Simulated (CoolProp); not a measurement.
A single-stage vapour-compression cycle with C3F8 (R218): evaporating at 197.15 K (dew point), condensing at 254.15 K (bubble point), superheat 10 K, subcooling 0 K, compressor efficiency 0.6, no pressure losses. Each further row changes one setting.

The numbers come from the reference Helmholtz-energy equation of state, Lemmon 2006 in CoolProp. It is a short technical equation, of lower accuracy than the large ones.

```tsv
case	cooling COP	pressure ratio	discharge temperature (K)	refrigerating effect (kJ/kg)	volumetric capacity (kJ/m³)
as stated	1.46	19.0	279.8	70.1	86.5
evaporating temperature 202.15 K	___	___	___	73.2	124
condensing temperature 249.15 K	1.68	___	274.9	75.2	92.8
subcooling 5 K	___	19.0	279.8	75.2	92.8
superheat 20 K	1.51	19.0	___	___	___
compressor efficiency 0.5	1.21	19.0	292.0	70.1	86.5
```

Question: Some entries are withheld; supply them.

Answer: 
- evaporating temperature 202.15 K, cooling COP: 1.70
- evaporating temperature 202.15 K, pressure ratio: 13.5
- evaporating temperature 202.15 K, discharge temperature (K): 277.1
- condensing temperature 249.15 K, pressure ratio: 15.6
- subcooling 5 K, cooling COP: 1.56
- superheat 20 K, discharge temperature (K): 291.0
- superheat 20 K, refrigerating effect (kJ/kg): 76.6
- superheat 20 K, volumetric capacity (kJ/m³): 89.9
